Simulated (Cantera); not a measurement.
**SiF4 + O3 + N2 (silicon oxide and oxynitride deposition)**

A closed system holds: 1 mol SiF4, 6.1 mol O3, 170 mol N2, at 1573.15 K and 75.0 Torr.

These are equilibrium values from Cantera (NASA tables, ideal gas, pure condensed phases), not measurements of a reactor. Candidate condensed phases: Si, SiO2, Si2N2O, Si3N4; 28 gas species. Rates play no part.

```json
{
  "x(N2)": "0.943",
  "x(O2)": "0.0503",
  "x(SiF4)": "0.00555",
  "x(NO)": "0.000922",
  "x(O)": "7.42e-6",
  "gas_amount": "180.2 mol",
  "log10 activity of Si(s) (absent)": "-18.65"
}
```
